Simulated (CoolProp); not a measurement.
Vapour-liquid equilibrium of carbon dioxide (1) + R143a (2) at 705 kPa; x and y are mole fractions of (1).

Model: multi-fluid Helmholtz-energy mixture model, Span 1996 and Lemmon and Jacobsen 2000; pair parameters Bell 2016, in CoolProp.

| x | bubble temperature, mixture model (K) | bubble temperature, Raoult's law (K) | y, mixture model | y, Raoult's law |
|---|---|---|---|---|
| 0.05 | 272.1 | 270.5 | 0.169 | 0.231 |
| 0.125 | 264.3 | 262.3 | 0.389 | 0.459 |
| 0.2 | 257.0 | 255.8 | 0.557 | 0.606 |
| 0.275 | 250.6 | 250.5 | 0.678 | 0.707 |
| 0.35 | 245.2 | 246.0 | 0.762 | 0.778 |
| 0.425 | 240.9 | 242.1 | 0.821 | 0.832 |
| 0.5 | 237.3 | 238.8 | 0.863 | 0.872 |
| 0.575 | 234.4 | 235.9 | 0.893 | 0.904 |
| 0.65 | 232.0 | 233.3 | 0.917 | 0.930 |
| 0.725 | 230.0 | 230.9 | 0.937 | 0.950 |
| 0.8 | 228.2 | 228.8 | 0.955 | 0.967 |
| 0.875 | 226.6 | 226.8 | 0.971 | 0.981 |
| 0.95 | 225.0 | 225.1 | 0.988 | 0.993 |

The largest gap from Raoult's law is +2.0 K in bubble temperature, at x = 0.125. No azeotrope shows between x = 0.05 and 0.95.

The pair parameters rest on a limited set of measurements; away from them the model extrapolates. The gap from Raoult's law changes sign with composition, which may be real or a fault of the pair parameters; it wasn't checked against measurements.
